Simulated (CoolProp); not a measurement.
Propylene at 293.15 K and 0.269 MPa is throttled through a valve to 0.0333 MPa with no heat exchange. Each further row changes one setting.

Computed with CoolProp (reference Helmholtz-energy equation of state, Lemmon 2013).

| case | temperature change (K) | final density (kg/m³) |
|---|---|---|
| as stated | -4.4 | 0.587 |
| outlet pressure 0.00999 MPa | -4.8 | 0.176 |
| outlet pressure 0.0433 MPa | -4.2 | 0.764 |
